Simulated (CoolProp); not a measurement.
The fluid at 484.82 K and 0.563 MPa is throttled through a valve to 0.336 MPa with no heat exchange. The same conditions are run with several fluids, on thermodynamics alone (safety and materials aside).

Model: reference Helmholtz-energy equation of state of each fluid (ethanol: Schroeder 2014; 1,2-dichloroethane: Thol 2015; R141b: Lemmon 2006; dimethyl carbonate: Zhou 2011; propylene: Lemmon 2013), in CoolProp.

```csv
fluid,temperature change (K),final density (kg/m³)
ethanol,…,…
"1,2-dichloroethane",…,8.63
R141b,…,…
dimethyl carbonate,-2.4,7.85
propylene,…,…
```

### Question
What belongs in the gaps?

### Answer

- ethanol, temperature change (K): -3.1
- ethanol, final density (kg/m³): 3.95
- 1,2-dichloroethane, temperature change (K): -3.4
- R141b, temperature change (K): -2.1
- R141b, final density (kg/m³): 10.0
- propylene, temperature change (K): -1.0
- propylene, final density (kg/m³): 3.55
